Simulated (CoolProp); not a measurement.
Properties of nitrous oxide along the isotherm 60.95 °C.

The numbers come from the reference Helmholtz-energy equation of state, Lemmon 2006 in CoolProp. It is a short technical equation, of lower accuracy than the large ones.

| p (kPa) | phase | density (kg/m³) | cp (kJ/(kg K)) | cv (kJ/(kg K)) | isothermal compressibility (1/MPa) | fugacity coefficient |
|---|---|---|---|---|---|---|
| 2790 | gas | 49.72 | 1.076 | 0.7622 | 0.4063 | 0.8981 |
| 5570 | gas | 116.2 | 1.413 | 0.8182 | 0.2475 | 0.8005 |
| 8360 | supercritical | 223.3 | 2.439 | 0.9076 | 0.2370 | 0.7047 |
| 11100 | supercritical | 439.8 | 4.917 | 0.9941 | 0.2072 | 0.6111 |
| 13900 | supercritical | 608.8 | 3.334 | 0.9444 | 0.05972 | 0.5303 |
| 16700 | supercritical | 682.7 | 2.621 | 0.9222 | 0.02886 | 0.4726 |
| 19500 | supercritical | 728.2 | 2.310 | 0.9136 | 0.01862 | 0.4310 |
| 22300 | supercritical | 761.4 | 2.135 | 0.9099 | 0.01371 | 0.4000 |
| 25100 | supercritical | 787.8 | 2.021 | 0.9084 | 0.01085 | 0.3763 |
| 27900 | supercritical | 809.8 | 1.941 | 0.9081 | 0.008986 | 0.3579 |
| 30700 | supercritical | 828.8 | 1.880 | 0.9085 | 0.007671 | 0.3433 |
| 33400 | supercritical | 845.1 | 1.834 | 0.9092 | 0.006726 | 0.3321 |
| 36200 | supercritical | 860.2 | 1.795 | 0.9102 | 0.005967 | 0.3228 |

The peak of cp marks the crossing from liquid-like to gas-like fluid above the critical point.
